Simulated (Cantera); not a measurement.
Charge: 1 mol Si, 0.19 mol CO, 2.6 mol H2, held at 1573.15 K and 400 Pa.

Cantera equilibrium calculation (NASA polynomials, part measured and part estimated; ideal gas, pure solids and liquids). Candidate condensed phases: C, C6H6, C7H8, C8H18, H2O, Si, SiC, SiO2; 123 gas species. Mutual solubility and eutectic melting of coexisting phases are not modelled. Rates play no part.

What is the equilibrium state?

x(H2): 0.931
x(SiO): 0.0658
x(CO): 0.00230
x(H): 0.000621
x(Si): 1.38e-5
x(SiH2): 3.42e-6
x(SiH): 2.03e-6
n(Si(s)): 0.633 mol
n(SiC(s)): 0.184 mol
gas amount: 2.791 mol
log10 activity of C(graphite) (absent): -2.02
